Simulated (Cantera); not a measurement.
**Transport properties of process gases**

Gas mixture: O2 = 0.42 (molar parts), at 10.00 Torr, frozen composition.

Cantera's kinetic-theory transport with the Lennard-Jones parameters of GRI-Mech 3.0, ideal gas; thermal conductivity in the multicomponent form.

| T (K) | ρ (kg/m³) | cp (J/kg/K) | μ (µPa s) | λ (mW/m/K) | Pr | D (cm²/s) NH3 | D (cm²/s) H2 | D (cm²/s) CO2 |
|---|---|---|---|---|---|---|---|---|
| 400 | 0.0128 | 941.4 | 25.6 | 33.9 | 0.712 | 29.3 | 100 | 20.1 |
| 550 | 0.00933 | 987.2 | 32.1 | 44.6 | 0.711 | 52.8 | 171 | 35.3 |
| 700 | 0.00733 | 1031 | 37.8 | 54.9 | 0.710 | 81.3 | 256 | 53.6 |
| 850 | 0.00604 | 1065 | 43.0 | 64.6 | 0.709 | 114 | 353 | 74.8 |
| 1000 | 0.00513 | 1090 | 47.9 | 73.7 | 0.709 | 152 | 462 | 98.5 |
| 1150 | 0.00446 | 1109 | 52.5 | 82.1 | 0.709 | 193 | 583 | 125 |
D: mixture-averaged diffusion coefficient of that species in the mixture.
